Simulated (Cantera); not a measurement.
A closed system holds: 1 mol Ta₂O₅, 0.36 mol CH₄, 0.32 mol CO, at 800 °C and 0.00350 bar.

Equilibrium computed with Cantera from the NASA thermochemical tables; the gas is ideal and each condensed phase is pure. Candidate condensed phases: C, C₆H₆, C₇H₈, C₈H₁₈, H₂O, Ta, TaC, Ta₂O₅; 113 gas species. Mutual solubility and eutectic melting of coexisting phases are not modelled. TaC: taken at fixed stoichiometry. Condensed phases not in the tables: Ta₂C. The numbers say what is thermodynamically allowed, not how fast it happens.

Base state: H₂ 0.555, CO 0.445, H₂O 0.000178, CO₂ 0.000155, CH₄ 3.12e-5 (mole fractions); condensed: TaC(s) + Ta₂O₅(s).

Question: What changes in the equilibrium state with this change: pressure from 0.00350 bar to 0.790 bar?

Answer: 
| species | before | after |
|---|---|---|
| H₂ | 0.555 | 0.671 |
| CO | 0.445 | 0.284 |
| H₂O | 0.000178 | 0.0196 |
| CH₄ | 3.12e-5 | 0.0163 |
| CO₂ | 0.000155 | 0.00897 |
| TaC(s), mol | 0.103 | 0 |
| Ta₂O₅(s), mol | 0.949 | 1.00 |
| C(graphite), mol | 0 | 0.372 |
